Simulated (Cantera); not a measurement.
An isothermal, constant-pressure homogeneous reactor starts with NH3 : N2 = 1 : 2.8 (molar parts), at 2325 K and 120 Torr.

Computed with Cantera and the gas-phase N/H chemistry of the illustrative SiF4/NH3 mechanism in the Surface Chemkin manual (1991). Walls and surfaces, which speed up NH3 decomposition in real reactors, are not modelled.

x: mole fraction; the columns are a selection and need not sum to one.

```
t (s)       x NH3      x N     x NH2      x H2    x N2H4     x NH    x N2H2
--------  -------  -------  --------  --------  --------  -------  --------
4.00e-5     0.262  1.60e-8  0.000725  0.000374         …  3.61e-6   2.28e-7
0.000111    0.261  1.36e-7   0.00184   0.00125         …  1.94e-5   2.04e-6
0.000308    0.256  6.45e-7   0.00295   0.00584         …  4.35e-5   6.28e-6
0.000854    0.243  2.01e-6   0.00264    0.0216         …  5.64e-5   6.28e-6
0.00237     0.211  4.54e-6   0.00206    0.0606         …  6.67e-5   5.04e-6
0.00658     0.144  7.05e-6   0.00142     0.140         …  6.79e-5   3.12e-6
0.0182     0.0546  8.30e-6  0.000689     0.246         …  5.20e-5   1.02e-6
0.0506    0.00392  8.52e-6  0.000114     0.306  1.01e-10  2.16e-5   6.09e-8
0.140     6.86e-6  1.42e-6   9.00e-7     0.304    <1e-12  7.89e-7  1.42e-11
0.390     5.41e-7  2.04e-7   8.67e-8     0.303    <1e-12  9.27e-8    <1e-12
1.08      2.87e-7  1.08e-7   4.60e-8     0.303    <1e-12  4.93e-8    <1e-12
3.00      2.79e-7  1.05e-7   4.47e-8     0.303    <1e-12  4.79e-8    <1e-12
```

### Question
Some entries are withheld; supply them.

### Answer

- 4.00e-5, x N2H4: 4.07e-9
- 0.000111, x N2H4: 2.63e-8
- 0.000308, x N2H4: 6.75e-8
- 0.000854, x N2H4: 5.40e-8
- 0.00237, x N2H4: 3.29e-8
- 0.00658, x N2H4: 1.56e-8
- 0.0182, x N2H4: 3.69e-9
